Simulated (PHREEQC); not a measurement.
## Metal-bearing waste water: an equilibrium model

Make-up at 65 °C: 16 mmol/kgw CdCl2, 72 mmol/kgw CaCl2 and 0.068 mmol/kgw H2SO4. Closed to the air; pH follows from the charge balance.

All values are PHREEQC results (ion-association model, phreeqc.dat), not measurements.

Each row changes one thing in this solution. No solid was allowed to form.

| case | pH | ionic strength (mol/kgw) | Cl- (mol/kgw) | SO4-2 (mol/kgw) | HSO4- (mol/kgw) |
|---|---|---|---|---|---|
| as made | 3.98 | 0.233 | 0.158 | 3.11e-5 | 3.01e-7 |
| temperature from 65 to 75 °C | 3.98 | 0.232 | 0.158 | 3.10e-5 | 3.86e-7 |
| H2SO4 from 6.8e-05 to 0.000102 mol/kgw | 3.80 | 0.233 | 0.158 | 4.65e-5 | 6.74e-7 |
| temperature from 65 to 25 °C | 3.97 | 0.233 | 0.158 | 3.25e-5 | 1.27e-7 |
| temperature from 65 to 30 °C | 3.97 | 0.233 | 0.158 | 3.22e-5 | 1.39e-7 |
| CaCl2 from 0.072 to 0.036 mol/kgw | 3.96 | 0.128 | 0.0887 | 3.41e-5 | 4.10e-7 |
| CdCl2 left out | 3.97 | 0.216 | 0.144 | 3.09e-5 | 3.08e-7 |
| CaCl2 left out | 3.93 | 0.0295 | 0.0224 | 4.13e-5 | 7.66e-7 |

Complexes and solids missing from the database can't appear. Away from 25 °C the constants follow the database's enthalpies or fits; those with neither stay at their 25 °C values.
